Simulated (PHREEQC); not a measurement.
0.022 g of hydrous ferric oxide (600 m²/g; 0.2 weak and 0.005 strong sites per Fe, Dzombak-Morel constants, diffuse double layer) in 1 kg of water with 0.3 mol/kgw of an inert sodium salt and 0.00034 mmol/kgw MnCl2, at 25 °C; the pH is set by adding NaOH or the inert anion's acid. No oxygen is let in. No CO2 enters from the air. No solid was allowed to form.

Equilibrium calculation in PHREEQC: ion-association model, wateq4f.dat.

Predict Mn sorbed (%), surface charge σ (C/m²) at pH = 5, 7, 7.5, 8, 9.


| pH | Mn sorbed (%) | surface charge σ (C/m²) |
|---|---|---|
| 5 | 0.0 | 0.269 |
| 7 | 14.3 | 0.066 |
| 7.5 | 52.2 | 0.034 |
| 8 | 87.7 | 0.007 |
| 9 | 99.7 | -0.050 |

Complexes and solids missing from the database can't appear.
